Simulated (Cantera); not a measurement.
A Cantera script and what it prints.

```python
import numpy as np
import cantera as ct

gas_names = """
    F F2 N NF NF2 NF3 N2 Si SiF SiF2 SiF3 SiF4 SiN Si2 Si2N Si3
""".split()
cond_names = """
    Si(cr) Si(L) Si3N4(a)
""".split()


# ... load() reads the species with a 1 bar reference pressure and builds the phases ...
atoms = {
    'Si': {'Si': 1},
    'F2': {'F': 2},
    'N2': {'N': 2},
}
top_T = {'Si3N4(a)': 2400}  # K; cautious upper limits of use, not melting points


# ... equilibrate(T, P, feed) seeds the gas with the atoms and calls Mixture.equilibrate('TP', solver="vcs", rtol=1e-11, max_steps=5000) ...
results = []
feed = {'Si': 1, 'F2': 1.9, 'N2': 75}  # mol
T = 1548  # K
P = 7800  # Pa
mix = equilibrate(T, P, feed)
results.append((T, P, feed, dict(zip(mix.species_names, mix.species_moles))))
x = sorted(zip(gas.X, gas.species_names), reverse=True)
print(f"T = {T:g} K  P = {P:g} Pa  gas = {mix.phase_moles(0):.4g} mol")
print("   x: " + "  ".join(f"{s} {v:.3e}" for v, s in x if v > 1e-06))
print("   condensed (mol): " + ("  ".join(f"{mix.phase(i).name} {mix.phase_moles(i):.4g}"
      for i in range(1, mix.n_phases) if mix.phase_moles(i) > 1e-12) or "none"))
```

It prints:

```
T = 1548 K  P = 7800 Pa  gas = 76 mol
   x: N2 9.868e-01  SiF4 1.076e-02  SiF3 2.172e-03  SiF2 2.299e-04
   condensed (mol): none
```

These are equilibrium values from Cantera (NASA tables, ideal gas, pure condensed phases), not measurements of a reactor. The tables' values for SiF3, SiF2 are old estimates; treat these amounts as uncertain.
